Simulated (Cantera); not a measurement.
A perfectly stirred reactor is fed with CH4 : CO : O2 : N2 : H2O = 1 : 0.037 : 1.12 : 4.22 : 0.15 (molar parts), at 0.430 bar; it is adiabatic with a 773 K inlet, and is followed from long to short residence time, starting on the burning branch (τ in s: 0.029, 0.013, 0.0056, 0.0025, 0.0011, 0.00047, 0.00021, 9.1e-05, 4e-05, 1.8e-05, 7.7e-06, 3.4e-06).

Computed with Cantera and GRI-Mech 3.0 (53 species, 325 reactions).

### Question
Predict: blow-out, bracketed by the residence times tried; x(CH4) at τ = 29.0 ms; x(CO) at τ = 29.0 ms; x(O2) at τ = 29.0 ms; x(CH3) at τ = 29.0 ms; x(N2O) at τ = 29.0 ms; x(CH4) at τ = 0.210 ms; x(CO) at τ = 0.210 ms; x(O2) at τ = 0.210 ms.

### Answer
```
Property                                                                       Result
------------------------------------------------  -----------------------------------
blow-out, bracketed by the residence times tried  burning at 1.10 ms, out at 0.470 ms
x(CH4) at τ = 29.0 ms                                                         0.00179
x(CO) at τ = 29.0 ms                                                            0.106
x(O2) at τ = 29.0 ms                                                         0.000473
x(CH3) at τ = 29.0 ms                                                        0.000487
x(N2O) at τ = 29.0 ms                                                         3.07e-8
x(CH4) at τ = 0.210 ms                                                          0.153
x(CO) at τ = 0.210 ms                                                         0.00567
x(O2) at τ = 0.210 ms                                                           0.172
```
